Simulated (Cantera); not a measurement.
A perfectly stirred reactor is fed with 8.57 % CH₄, 0.351 % C₂H₆, 19.1 % O₂, 72.0 % N₂, equivalence ratio 0.96, at 1.18 atm; it is adiabatic with a 350 K inlet, and is followed from long to short residence time, starting on the burning branch (τ in s: 0.027, 0.016, 0.01, 0.0062, 0.0038, 0.0023, 0.0014, 0.00089, 0.00055, 0.00034, 0.00021, 0.00013, 7.9e-05).

Computed with Cantera and GRI-Mech 3.0 (53 species, 325 reactions).

One state of this run: T (K) = 1897; x CH₄ = 0.000389; x C₂H₆ = 4.02e-6; x O₂ = 0.0271; x NO = 5.92e-5; x CH₂ = 7.02e-6; x CH₃ = 0.000119; x O = 0.00359. x: mole fraction; the columns are a selection and need not sum to one.

Which value of τ (s) does it belong to?
A. 0.0014
B. 0.00021
C. 0.010
D. 7.9e-5

B, 0.00021
